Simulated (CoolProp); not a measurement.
Properties of CH2F2 (R32) along the isobar 431 kPa (Tc = 78.1 °C, pc = 5783 kPa, ω = 0.277).

Computed with CoolProp (reference Helmholtz-energy equation of state, Tillner-Roth 1997).

```csv
T (°C),phase,density (kg/m³),cp (kJ/(kg K)),speed of sound (m/s),expansivity (1/kK)
37.15,gas,9.116,0.9268,240.2,3.821
45.45,gas,8.837,0.9287,243.7,3.658
53.75,gas,8.578,0.9327,247.0,3.513
62.05,gas,8.336,0.9384,250.2,3.382
70.45,gas,8.107,0.9455,253.4,3.263
78.75,gas,7.894,0.9535,256.5,3.155
87.05,gas,7.693,0.9624,259.5,3.057
95.35,gas,7.503,0.9720,262.4,2.965
103.65,gas,7.323,0.9822,265.3,2.881
111.95,gas,7.153,0.9928,268.1,2.802
120.25,gas,6.991,1.004,270.9,2.728
128.55,gas,6.836,1.015,273.6,2.659
136.95,gas,6.687,1.027,276.4,2.593
145.25,gas,6.546,1.038,279.0,2.531
153.55,gas,6.412,1.050,281.6,2.473
161.85,gas,6.283,1.062,284.2,2.418
```
